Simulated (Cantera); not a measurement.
Aluminium nitride and oxide growth: AlBr3 + NH3 + H2

Charge: 1 mol AlBr3, 0.76 mol NH3, 9.5 mol H2, held at 1.00 bar.

Equilibrium computed with Cantera from the NASA thermochemical tables; the gas is ideal and each condensed phase is pure. Candidate condensed phases: Al, AlBr3, AlN, Br2; 19 gas species. Kinetics and transport are ignored.

```
T (K)  log p H2  log p HBr  log p AlBr3  log p N2  log p Al2Br6  n AlN(s)
-----  --------  ---------  -----------  --------  ------------  --------
750       -0.08      -0.94        -1.43     -1.90         -2.39     0.455
900       -0.08      -0.98        -1.32     -1.85         -3.43     0.419
1050      -0.08      -1.02        -1.29     -1.80         -4.24     0.383
1200      -0.08      -1.05        -1.27     -1.78         -4.84     0.357
1350      -0.07      -1.08        -1.26     -1.75         -5.29     0.337
1500      -0.07      -1.09        -1.25     -1.74         -5.65     0.322
1650      -0.07      -1.11        -1.25     -1.72         -5.96     0.296
```
log p: log10 of the partial pressure in bar; n: condensed amount in mol.

From 750 K to 1650 K the condensed part is AlN(s). The main Al-bearing gas is AlBr3 throughout. The share of Al in condensed phases is highest at 750 K (45.5 %) and lowest at 1650 K (29.6 %).
